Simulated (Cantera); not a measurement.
Charge: 1 mol Cu2O, 0.71 mol CH4, 2.3 mol H2, 1.4 mol CO.

These are equilibrium values from Cantera (NASA tables, ideal gas, pure condensed phases), not measurements of a reactor. Candidate condensed phases: C, C6H6, C7H8, C8H18, Cu, CuO, Cu(OH)2, Cu2O, H2O; 113 gas species. Equilibrium is a limit: real reactors are often held back by kinetics, nucleation or transport.

**Question.** What condenses at these points (T in K, P in Pa): (2073, 7200); (1723, 52); (1673, 37000); (1573, 270); (1773, 37000)?

**Answer.** 
```
T (K)  P in Pa  condensed phases  Cu condensed (%)
-----  -------  ----------------  ----------------
2073      7200                Cu              61.5
1723        52          gas only               0.0
1673     37000                Cu              99.9
1573       270                Cu              97.1
1773     37000                Cu              99.7
```
